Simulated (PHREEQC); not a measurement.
0.37 g of hydrous ferric oxide (600 m²/g; 0.2 weak and 0.005 strong sites per Fe, Dzombak-Morel constants, diffuse double layer) in 1 kg of water with 0.1 mol/kgw of an inert sodium salt and 0.0017 mol/kgw SrCl2 and 5.6e-06 mol/kgw NaF, at 25 °C; the pH is set by adding NaOH or the inert anion's acid. Oxygen alone is held at its pressure in air (log pO2 = -0.68). The system is closed to CO2. No solid was allowed to form.

Computed with PHREEQC (ion-association model, wateq4f.dat).

| pH | Sr sorbed (%) | F sorbed (%) | surface charge σ (C/m²) | surface potential ψ (mV) |
|---|---|---|---|---|
| 3 | 0.0 | 73.2 | 0.362 | 151 |
| 3.38 | 0.0 | 79.2 | 0.353 | 150 |
| 3.75 | 0.0 | 81.2 | 0.337 | 148 |
| 4.12 | 0.0 | 80.8 | 0.311 | 144 |
| 4.5 | 0.0 | 78.1 | 0.274 | 137 |
| 4.88 | 0.0 | 73.2 | 0.230 | (withheld) |
| 5.25 | 0.0 | 65.7 | 0.187 | 118 |
| 5.62 | 0.0 | 55.7 | 0.148 | 106 |
| 6 | 0.0 | 43.4 | 0.113 | 93 |
| 6.38 | 0.1 | (withheld) | 0.084 | 79 |
| 6.75 | 0.3 | 20.2 | 0.060 | 64 |
| 7.12 | 0.7 | 12.3 | 0.042 | 49 |
| 7.5 | (withheld) | 6.9 | 0.026 | 33 |
| 7.88 | 1.4 | 3.6 | 0.012 | 16 |
| 8.25 | 2.3 | 1.9 | (withheld) | 0 |
| 8.62 | 4.9 | (withheld) | -0.009 | -13 |
| 9 | 9.7 | 0.6 | -0.015 | -19 |

Problem. What belongs in the gaps?

Solution. 
- 4.88, surface potential ψ (mV): 128
- 6.38, F sorbed (%): 30.8
- 7.5, Sr sorbed (%): 1.0
- 8.25, surface charge σ (C/m²): 0.000
- 8.62, F sorbed (%): 1.0

The oxide is taken as insoluble; below pH 4 it would dissolve.
